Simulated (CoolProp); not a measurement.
Vapour-liquid equilibrium of acetone (1) + n-heptane (2) at 1.05 MPa; x and y are mole fractions of (1).

The numbers come from the multi-fluid Helmholtz-energy mixture model, Lemmon 2006 and Span 2003; pair parameters Bell 2016 in CoolProp.

| x | bubble temperature (°C) | y at the bubble point | dew temperature at overall composition x (°C) | liquid density (mol/L) |
|---|---|---|---|---|
| 0.05 | 194.5 | ___ | 200.9 | 5.119 |
| 0.2 | ___ | 0.454 | 191.4 | 5.755 |
| 0.35 | 162.0 | 0.610 | 181.3 | 6.371 |
| 0.5 | 155.0 | 0.705 | 170.4 | 7.049 |
| 0.65 | 150.6 | ___ | ___ | 7.867 |
| 0.8 | 147.6 | 0.854 | 149.6 | 8.906 |
| 0.95 | 145.9 | 0.954 | 145.9 | ___ |

**Question.** What belongs in the gaps?

**Answer.** 
- 0.05, y at the bubble point: 0.152
- 0.2, bubble temperature (°C): 173.8
- 0.65, y at the bubble point: 0.779
- 0.65, dew temperature at overall composition x (°C): 159.0
- 0.95, liquid density (mol/L): 10.25

No azeotrope shows between x = 0.05 and 0.95.

The pair parameters rest on a limited set of measurements; away from them the model extrapolates.
